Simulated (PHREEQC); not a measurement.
**Copper plating or etch bath**

Dissolve 0.027 mol CuCl2, 0.011 mol H2SO4 and 9.5e-05 mol H3BO3 per kg of water at 82 °C. Closed to the air; pH follows from the charge balance.

Equilibrium calculation in PHREEQC: ion-association model, phreeqc.dat.

| Item | Value |
|---|---|
| pH | 1.90 |
| ionic strength | 0.0765 mol/kgw |
| density | 0.974 g/cm³ |
| total alkalinity | -22.0 meq/kg |

```
species  molality  activity   log γ
-------  --------  --------  ------
Cl-        0.0453    0.0346  -0.117
Cu+2       0.0167   0.00656  -0.407
H+         0.0154    0.0126  -0.086
CuCl+     0.00830   0.00636  -0.115
HSO4-     0.00662   0.00512  -0.111
SO4-2     0.00262  0.000962  -0.436
```

Precipitation was switched off in this run. Complexes and solids missing from the database can't appear. Away from 25 °C the constants follow the database's enthalpies or fits; those with neither stay at their 25 °C values.
